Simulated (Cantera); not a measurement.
Input: 1 mol Cu2O, 0.84 mol C, 3.4 mol H2, held at 1 atm.

Cantera equilibrium calculation (NASA polynomials, part measured and part estimated; ideal gas, pure solids and liquids). Candidate condensed phases: C, C6H6, C7H8, C8H18, Cu, CuO, Cu(OH)2, Cu2O, H2O; 113 gas species. Equilibrium is a limit: real reactors are often held back by kinetics, nucleation or transport.

### Question
Which condensed phases are stable at each of these points (T (K)): 1048, 1123, 1198, 1273, 1348, 1423, 1498, 1573, 1648, 1723, 1798, 1873, 1948?

### Answer
```
T (K)  condensed phases  Cu condensed (%)
-----  ----------------  ----------------
1048              Cu(s)             100.0
1123              Cu(s)             100.0
1198              Cu(s)             100.0
1273              Cu(s)             100.0
1348              Cu(s)             100.0
1423              Cu(l)             100.0
1498              Cu(l)             100.0
1573              Cu(l)             100.0
1648              Cu(l)             100.0
1723              Cu(l)             100.0
1798              Cu(l)              99.9
1873              Cu(l)              99.7
1948              Cu(l)              99.4
```

From 1048 K to 1348 K the condensed part is Cu(s). From 1423 K to 1948 K the condensed part is Cu(l).
